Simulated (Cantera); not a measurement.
Input (Python, Cantera):

```python
import numpy as np
import cantera as ct

gas = ct.Solution("gri30.yaml")
gas.TPX = 1373, 1333, {'N2O': 1, 'H2': 0.019, 'N2': 2.4}
inlet = ct.Reservoir(gas, clone=True)

reactor = ct.IdealGasConstPressureReactor(gas, energy="off", clone=False)
exhaust = ct.Reservoir(gas, clone=True)
tau = [23, 8.1, 2.8, 0.99, 0.35, 0.12, 0.042, 0.015, 0.0052, 0.0018, 0.00064][0]
for a, b in ((inlet, reactor), (reactor, exhaust)):
    ct.MassFlowController(a, b, mdot=lambda t: reactor.mass / tau)
net = ct.ReactorNet([reactor])
show = ['N2O', 'H2', 'NO', 'HO2', 'OH', 'H2O']

rows = []
print(f"{'tau/s':>10s}{'T/K':>9s}" + "".join(f"{s:>11s}" for s in show))
for tau in [23, 8.1, 2.8, 0.99, 0.35, 0.12, 0.042, 0.015, 0.0052, 0.0018, 0.00064]:
    net.initial_time = 0.0
    net.advance(30 * tau)
    before = gas.X
    net.advance(40 * tau)
    drift = np.max(np.abs(gas.X - before) / (gas.X + 1e-9))
    rows.append([gas.T, *gas[show].X, drift])
    print(f"{tau:10.3e}{gas.T:9.1f}" + "".join(f"{x:11.3e}" for x in gas[show].X))
```

Result:

```
     tau/s      T/K        N2O         H2         NO        HO2         OH        H2O
 2.300e+01   1373.0  5.927e-02  1.209e-05  3.240e-02  3.933e-08  4.127e-05  4.971e-03
 8.100e+00   1373.0  1.216e-01  3.291e-05  2.383e-02  1.103e-07  4.358e-05  5.101e-03
 2.800e+00   1373.0  1.951e-01  8.960e-05  1.331e-02  3.267e-07  4.758e-05  5.220e-03
 9.900e-01   1373.0  2.461e-01  2.261e-04  5.921e-03  9.125e-07  5.381e-05  5.204e-03
 3.500e-01   1373.0  2.715e-01  5.338e-04  2.286e-03  2.202e-06  6.237e-05  4.951e-03
 1.200e-01   1373.0  2.824e-01  1.193e-03  8.210e-04  4.028e-06  7.216e-05  4.309e-03
 4.200e-02   1373.0  2.873e-01  2.365e-03  3.218e-04  4.945e-06  7.708e-05  3.140e-03
 1.500e-02   1373.0  2.902e-01  3.924e-03  1.322e-04  4.468e-06  6.645e-05  1.584e-03
 5.200e-03   1373.0  2.918e-01  5.099e-03  4.180e-05  2.756e-06  4.022e-05  4.266e-04
 1.800e-03   1373.0  2.923e-01  5.482e-03  9.597e-06  7.289e-07  1.622e-05  6.315e-05
 6.400e-04   1373.0  2.925e-01  5.548e-03  1.971e-06  8.467e-08  4.503e-06  6.280e-06
```

Detailed kinetics in Cantera: GRI-Mech 3.0 (53 species, 325 reactions). GRI-Mech 3.0 was tuned for natural gas; its chemistry of N2O as a main component is partial and can be far from experiment. Radical loss at walls, strong at low pressure, is not modelled. The mechanism lacks the step 2 NO + O2 → 2 NO2, which can matter for NO2 below about 1400 K. The temperature is held fixed by assumption; the heat of reaction is taken as removed at once.
